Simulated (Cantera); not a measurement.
Feed: 1 mol CH3Cl, held at 2050 K and 1.33 mbar.

Cantera equilibrium calculation (NASA polynomials, part measured and part estimated; ideal gas, pure solids and liquids). Candidate condensed phases: C, C6H6, C7H8, C8H18; 91 gas species. Rates play no part.

Base state: H2 0.475, HCl 0.452, H 0.0428, Cl 0.0301, C2H2 (acetylene) 0.000504 (mole fractions); condensed: C(graphite).

### Question
What changes in the equilibrium state with this change: temperature from 2050 K to 1175 K?

### Answer
```
species             before    after
----------------  --------  -------
HCl                  0.452    0.500
H2                   0.475    0.500
H                   0.0428  2.37e-6
Cl                  0.0301  2.07e-6
C2H2 (acetylene)  0.000504  3.18e-8
C(graphite), mol     0.998    1.000
```
